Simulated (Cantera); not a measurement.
Feed: 1 mol CH₃OH, 3.7 mol H₂O, at 133 Pa.

Equilibrium computed with Cantera from the NASA thermochemical tables; the gas is ideal and each condensed phase is pure. Candidate condensed phases: C, C₆H₆, C₇H₈, C₈H₁₈, H₂O; 131 gas species. Ions and electrons are included (thermal ionisation). Rates play no part. All values below are at 4500 K.

Base state: H 0.707, O 0.231, CO 0.0610, C 0.00108, H₂ 5.58e-5, OH 3.32e-5, e- 1.77e-5 (mole fractions); condensed: gas only.

### Question
What changes in the equilibrium state with this change: H₂O from 3.7 to 0.085 mol?

### Answer
| species | before | after |
|---|---|---|
| H | 0.707 | 0.778 |
| CO | 0.0610 | 0.167 |
| O | 0.231 | 0.0353 |
| C | 0.00108 | 0.0194 |
| C+ | 6.58e-6 | 4.36e-5 |
| OH | 3.32e-5 | 5.60e-6 |
| e- | 1.77e-5 | 4.79e-5 |
| H₂ | 5.58e-5 | 6.75e-5 |
